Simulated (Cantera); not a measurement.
# Thermodynamics of tantalum, niobium, vanadium and zirconium in process gases, feed V + NH₃

Feed: 1 mol V, 10 mol NH₃, at 1700 Pa.

These are equilibrium values from Cantera (NASA tables, ideal gas, pure condensed phases), not measurements of a reactor. Candidate condensed phases: V, VN; 11 gas species. VN: taken at fixed stoichiometry. Condensed phases not in the tables: V₂N, N, O or C dissolved in the metal. Rates play no part.

```tsv
T (°C)	x H₂	x H	x N₂	x V	x N	n VN(s)	n V(s)	n V(l)
700	0.769	7.27e-9	0.231	<1e-12	<1e-12	1.00	0	0
850	0.769	2.86e-7	0.231	<1e-12	<1e-12	1.00	0	0
1000	0.769	4.80e-6	0.231	<1e-12	<1e-12	1.00	0	0
1150	0.769	4.47e-5	0.231	2.49e-12	<1e-12	1.00	0	0
1300	0.769	0.000273	0.231	8.22e-10	1.33e-12	1.00	0	0
1450	0.768	0.00123	0.231	9.73e-8	3.22e-11	1.000	0	0
1600	0.765	0.00433	0.230	5.28e-6	4.69e-10	1.000	0	0
1750	0.758	0.0127	0.229	0.000156	4.60e-9	0.997	0	0
1900	0.721	0.0314	0.246	0.00150	3.42e-8	0	0.970	0
2050	0.683	0.0690	0.239	0.00828	1.88e-7	0	0	0.827
2200	0.606	0.133	0.224	0.0365	8.24e-7	0	0	0.186
2350	0.515	0.232	0.210	0.0421	3.05e-6	0	0	0
2500	0.404	0.362	0.195	0.0390	9.69e-6	0	0	0
```
x: gas mole fraction; n: condensed amount in mol.

From 700 °C to 1750 °C the condensed part is VN(s). At 1900 °C the condensed part is V(s). From 2050 °C to 2200 °C the condensed part is V(l). From 2350 °C to 2500 °C nothing is condensed.
